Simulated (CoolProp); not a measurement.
Vapour pressure (bar) of octamethylcyclotetrasiloxane (D4): the reference equation beside estimates from Tc = 586.5 K, pc = 13.47 bar, ω = 0.598.

Values from CoolProp's reference Helmholtz-energy equation of state, Thol 2015.

```
T (K)  reference  van der Waals  Redlich-Kwong  Soave-Redlich-Kwong  Peng-Robinson
-----  ---------  -------------  -------------  -------------------  -------------
381       0.1197          1.824         0.6065               0.1206         0.1259
397.6     0.2206          2.289         0.8935               0.2211         0.2278
414.2     0.3814          2.825          1.269               0.3817         0.3889
430.8     0.6244          3.437          1.746               0.6253         0.6315
447.4     0.9755          4.129          2.339               0.9793         0.9822
464        1.464          4.904          3.059                1.475          1.472
480.6      2.123          5.766          3.921                2.148          2.135
497.3      2.995          6.723          4.941                3.043          3.017
513.9      4.111          7.766          6.120                4.192          4.152
530.5      5.523          8.905          7.475                5.645          5.591
```

Absolute difference from the reference over all 10 rows, mean and median: van der Waals 445.7 and 279.1 %, Redlich-Kwong 160.7 and 124.4 %, Soave-Redlich-Kwong 0.9 and 0.8 %, Peng-Robinson 1.6 and 1.1 %.
